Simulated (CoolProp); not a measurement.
The fluid at 293.15 K and 0.107 MPa is compressed adiabatically to 0.353 MPa with isentropic efficiency 0.7. The same conditions are run with several fluids, on thermodynamics alone (safety and materials aside).

Model: reference Helmholtz-energy equation of state of each fluid (R152A: Outcalt 1996; oxygen: Schmidt 1985; isobutene: Lemmon 2005; propylene: Lemmon 2013; C2F6 (R116): Lemmon 2006), in CoolProp.

### Question
Rank R152A, oxygen, isobutene, propylene, C2F6 (R116) by work (kJ/kg), highest first.

### Answer
oxygen (154), propylene (104), isobutene (74.8), R152A (65.5), C2F6 (R116) (31.0)

```csv
fluid,final temperature (K),final density (kg/m³)
R152A,356.5,8.19
oxygen,458.2,2.96
isobutene,341.7,7.44
propylene,359.0,5.12
C2F6 (R116),333.5,18.0
```

Above 300 K oxygen's equation is extrapolated.
